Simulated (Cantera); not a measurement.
An isothermal, constant-pressure homogeneous reactor starts with 88.5 % N2O, 11.5 % H2O, at 1450 K and 1.20 bar.

Computed with Cantera and GRI-Mech 3.0 (53 species, 325 reactions). GRI-Mech 3.0 was tuned for natural gas; its chemistry of N2O as a main component is partial and can be far from experiment. The temperature is held fixed by assumption; the heat of reaction is taken as removed at once.

Q: Predict: x(N2O) at 2.00 s; x(H2O) at 2.00 s; x(O2) at 2.00 s; x(H2) at 2.00 s; x(HO2) at 2.00 s; x(NO) at 2.00 s; x(H) at 2.00 s.

A: 
```
Property                                            Value
----------------  ---------------------------------------
x(N2O) at 2.00 s  1.56e-6 (gas-phase equilibrium 6.12e-8)
x(H2O) at 2.00 s    0.0798 (gas-phase equilibrium 0.0797)
x(O2) at 2.00 s       0.266 (gas-phase equilibrium 0.306)
x(H2) at 2.00 s   1.35e-7 (gas-phase equilibrium 1.25e-7)
x(HO2) at 2.00 s  1.50e-7 (gas-phase equilibrium 1.66e-7)
x(NO) at 2.00 s    0.0810 (gas-phase equilibrium 0.00102)
x(H) at 2.00 s    3.19e-9 (gas-phase equilibrium 3.08e-9)
```
